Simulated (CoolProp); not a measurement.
The fluid at 516.43 K and 2.33 MPa flows at 9.6 m/s in a round tube of 50 mm bore and 0.25 µm roughness, fully developed (64/Re and Nu = 3.66 if laminar; Colebrook and Gnielinski if turbulent). The same conditions are run with several fluids, on thermodynamics alone (safety and materials aside).

The numbers come from the reference Helmholtz-energy equation of state of each fluid (water: Wagner 2002; ethanol: Schroeder 2014; n-hexane: Thol 2019; ethane: Bücker 2006; carbon dioxide: Span 1996) in CoolProp.

Q: Rank water, ethanol, n-hexane, ethane, carbon dioxide by Reynolds number, highest first.

A: n-hexane (2280000), ethanol (875000), ethane (513000), carbon dioxide (467000), water (297000)

```csv
fluid,Darcy friction factor,pressure drop (Pa/m),heat-transfer coefficient (W/(m² K)),mass flow (kg/h)
water,0.0145,145,504,734
ethanol,0.0120,315,1120,1930
n-hexane,0.0103,655,2610,4660
ethane,0.0132,203,792,1130
carbon dioxide,0.0134,299,450,1640
```

Transport values come from each fluid's own correlations.
